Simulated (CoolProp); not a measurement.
Saturated liquid density (kg/m³) of propyne: the reference equation beside estimates from Tc = 129.6 °C, pc = 5.658 MPa, ω = 0.204.

Values from CoolProp's reference Helmholtz-energy equation of state, Polt 1992. This equation is an older, rougher fit; its heat capacities, sound speeds and derivatives of the liquid may be far off and weren't checked against measurements.

| T (°C) | reference | van der Waals | Peng-Robinson |
|---|---|---|---|
| 40.85 | 585.2 | 357.2 | 597.7 |
| 45.05 | 578.0 | 353.0 | 589.2 |
| 49.35 | 570.5 | 348.5 | 580.3 |
| 53.55 | 563.0 | 344.0 | 571.2 |
| 57.85 | 555.2 | 339.3 | 561.5 |
| 62.05 | (withheld) | 334.6 | 551.6 |
| 66.25 | 539.3 | 329.7 | 541.4 |
| 70.55 | 530.8 | 324.5 | (withheld) |
| 74.75 | 522.2 | (withheld) | 519.2 |
| 79.05 | 513.0 | 313.6 | 507.2 |
| 83.25 | (withheld) | 307.9 | 494.8 |

**Question.** What belongs in the gaps?

**Answer.** 
- 62.05, reference: 547.4
- 70.55, Peng-Robinson: 530.4
- 74.75, van der Waals: 319.2
- 83.25, reference: 503.6

Absolute difference from the reference over all 11 rows, mean and median: van der Waals 38.9 and 38.9 %, Peng-Robinson 1.2 and 1.1 %.
